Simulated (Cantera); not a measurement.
Feed: 1 mol C2H4, 0.55 mol CO2, equilibrated at 52000 Pa.

These are equilibrium values from Cantera (NASA tables, ideal gas, pure condensed phases), not measurements of a reactor. Candidate condensed phases: C, C6H6, C7H8, C8H18, H2O; 110 gas species. Kinetics and transport are ignored.

Q: At 1325 K, list the 5 most abundant gas species with their mole fractions, and the condensed phases.

A: H2 0.643, CO 0.354, CH4 0.00144, H2O 0.000853, CO2 0.000252. Condensed: C(graphite).
